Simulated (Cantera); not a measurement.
An isothermal, constant-pressure homogeneous reactor starts with C2H6 : N2 = 1 : 4.1 (molar parts), at 1350 K and 0.00400 bar. Integrator tolerance rtol = 1e-08.

Computed with Cantera and GRI-Mech 3.0 (53 species, 325 reactions). GRI-Mech 3.0 stops at C3 and has no aromatics, soot or wall deposition, so with more carbon than oxygen in the feed, carbon stays in small species such as C2H2 where larger ones or solid carbon would form. Radical loss at walls, strong at low pressure, is not modelled.

Q: What does this change do: C2H6 1 to 0.11 parts?

A: 
| quantity | before | after |
|---|---|---|
| x(C2H6) at 2.00 s | 6.50e-6 (gas-phase equilibrium 5.38e-9) | 2.49e-6 (gas-phase equilibrium 1.33e-11) |
| x(C2H4) at 2.00 s | 0.0379 (gas-phase equilibrium 0.000156) | 0.00355 (gas-phase equilibrium 2.18e-6) |
| x(C2H) at 2.00 s | 1.94e-9 (gas-phase equilibrium 4.45e-9) | 3.00e-9 (gas-phase equilibrium 8.38e-10) |
| x(CH2) at 2.00 s | 1.05e-9 (gas-phase equilibrium 6.29e-11) | 5.95e-9 (gas-phase equilibrium 7.45e-12) |
| x(CH3) at 2.00 s | 4.65e-5 (gas-phase equilibrium 1.32e-6) | 3.71e-5 (gas-phase equilibrium 6.56e-8) |
| x(C2H2) at 2.00 s | 0.0835 (gas-phase equilibrium 0.0929) | 0.0178 (gas-phase equilibrium 0.00736) |
| x(HCN) at 2.00 s | 3.38e-8 (gas-phase equilibrium 0.0949) | 3.39e-7 (gas-phase equilibrium 0.0349) |

Q: What does this change do: pressure from 0.00400 bar to 0.00230 bar?

A: 
```json
[
 {"quantity": "x(C2H6) at 2.00 s", "before": "6.50e-6 (gas-phase equilibrium 5.38e-9)", "after": "1.29e-5 (gas-phase equilibrium 1.79e-9)"},
 {"quantity": "x(C2H4) at 2.00 s", "before": "0.0379 (gas-phase equilibrium 0.000156)", "after": "0.0409 (gas-phase equilibrium 8.99e-5)"},
 {"quantity": "x(C2H) at 2.00 s", "before": "1.94e-9 (gas-phase equilibrium 4.45e-9)", "after": "3.21e-9 (gas-phase equilibrium 5.88e-9)"},
 {"quantity": "x(CH2) at 2.00 s", "before": "1.05e-9 (gas-phase equilibrium 6.29e-11)", "after": "3.29e-9 (gas-phase equilibrium 6.30e-11)"},
 {"quantity": "x(CH3) at 2.00 s", "before": "4.65e-5 (gas-phase equilibrium 1.32e-6)", "after": "8.51e-5 (gas-phase equilibrium 1.00e-6)"},
 {"quantity": "x(C2H2) at 2.00 s", "before": "0.0835 (gas-phase equilibrium 0.0929)", "after": "0.0795 (gas-phase equilibrium 0.0931)"},
 {"quantity": "x(HCN) at 2.00 s", "before": "3.38e-8 (gas-phase equilibrium 0.0949)", "after": "4.33e-8 (gas-phase equilibrium 0.0949)"}
]
```
